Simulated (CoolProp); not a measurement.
A Linde-Hampson liquefier for ethane: isothermal reversible compression at 320 K from 1 atm to 10 MPa, throttling to 1 atm, return gas leaving the recuperator 0 K below the feed. Each further row changes one setting.

Values from CoolProp's reference Helmholtz-energy equation of state, Bücker 2006.

```
case                        liquid yield per pass  compression work (kJ/kg of gas)
--------------------------  ---------------------  -------------------------------
as stated                                       …                              338
high pressure 20 MPa                            …                              366
warm-end temperature 350 K                  0.288                                …
warm-end gap 5 K                                …                              338
```

What belongs in the gaps?


- as stated, liquid yield per pass: 0.433
- high pressure 20 MPa, liquid yield per pass: 0.465
- warm-end temperature 350 K, compression work (kJ/kg of gas): 395
- warm-end gap 5 K, liquid yield per pass: 0.426
